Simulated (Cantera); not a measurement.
Pyrogenic steam for wet oxidation

A perfectly stirred reactor is fed with 23.4 % H2, 15.6 % O2, 60.9 % N2, equivalence ratio 0.75, at 13300 Pa; it is held at 1175 K, and followed from long to short residence time.

Computed with Cantera and GRI-Mech 3.0 (53 species, 325 reactions). The temperature is held fixed by assumption; the heat of reaction is taken as removed at once.

```tsv
τ (s)	x H2	x O2	x N2O	x O	x OH	x NO2	x H
1.3	0.000508	0.0444	7.64e-8	9.61e-5	0.000389	3.30e-10	7.01e-5
0.65	0.000800	0.0444	6.32e-8	0.000154	0.000492	2.79e-10	0.000140
0.33	0.00124	0.0446	5.21e-8	0.000243	0.000620	2.51e-10	0.000274
0.17	0.00189	0.0449	4.29e-8	0.000377	0.000777	2.32e-10	0.000525
0.085	0.00292	0.0453	3.49e-8	0.000595	0.000983	2.17e-10	0.00103
0.043	0.00443	0.0460	2.84e-8	0.000923	0.00124	2.06e-10	0.00197
0.022	0.00658	0.0470	2.32e-8	0.00141	0.00154	1.98e-10	0.00367
0.011	0.00974	0.0487	1.89e-8	0.00216	0.00193	1.91e-10	0.00678
0.0055	0.0141	0.0513	1.56e-8	0.00324	0.00238	1.84e-10	0.0121
0.0028	0.0197	0.0548	1.30e-8	0.00472	0.00289	1.73e-10	0.0201
0.0014	0.0269	0.0596	1.08e-8	0.00669	0.00344	1.53e-10	0.0319
```
x: mole fraction; the columns are a selection and need not sum to one.
